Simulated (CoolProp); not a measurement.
50 sccm (0 °C, 1 atm) of nitrogen bubbles through liquid water at 307.8 K and leaves saturated at a total pressure of 0.0547 MPa (ideal gas phase). Each further row changes one setting.

Computed with CoolProp (reference Helmholtz-energy equation of state, Wagner 2002).

| case | vapour pressure (kPa) | mole fraction of vapour | delivery (mg/min) | delivery (sccm) | change of delivery for a bath 1 K warmer (%) |
|---|---|---|---|---|---|
| as stated | 5.52 | [?] | [?] | [?] | 6.4 |
| bath temperature 312.8 K | 7.25 | [?] | 6.14 | 7.64 | 6.4 |
| total pressure 0.109 MPa | 5.52 | 0.0507 | 2.14 | 2.67 | 6.0 |

Task: Complete the blanks.

Result: 
- as stated, mole fraction of vapour: 0.101
- as stated, delivery (mg/min): 4.51
- as stated, delivery (sccm): 5.61
- bath temperature 312.8 K, mole fraction of vapour: 0.133
